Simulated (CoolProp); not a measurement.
Model: reference Helmholtz-energy equation of state, de Vries 1995, in CoolProp.

**Question.** For R124, give the phase and the cp (kJ/(kg K)), Joule-Thomson coefficient (K/MPa) at 414.9 K and 0.522 bar; 260.3 K and 1.97 bar; 215.1 K and 69.6 bar.

**Answer.** 
- 414.9 K and 0.522 bar: gas; cp 0.883, Joule-Thomson coefficient 8.05
- 260.3 K and 1.97 bar: liquid; cp 1.06, Joule-Thomson coefficient -0.302
- 215.1 K and 69.6 bar: liquid; cp 0.990, Joule-Thomson coefficient -0.410
